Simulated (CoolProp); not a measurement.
Vapour-liquid equilibrium of hexamethyldisiloxane (MM) (1) + toluene (2) at 275.5 K; x and y are mole fractions of (1).

Computed with CoolProp (multi-fluid Helmholtz-energy mixture model, Thol 2016 and Lemmon 2006; pair parameters Bell 2016).

```csv
x,bubble pressure (bar),y at the bubble point,dew pressure at overall composition x (bar),liquid density (mol/L)
0.05,0.01108,0.099,0.01079,9.187
0.2,0.01259,0.325,0.01172,8.142
0.35,0.01375,0.483,0.01277,7.277
0.5,0.01462,0.606,0.01388,6.552
0.65,0.01523,0.713,0.01489,5.938
0.8,0.01561,0.822,0.01556,5.413
0.95,0.01574,0.949,0.01573,4.960
```

y crosses x between x = 0.8 and 0.95: the model has an azeotrope there.

Pair parameters are fitted to limited data, so mixtures are less certain than the pure fluids.
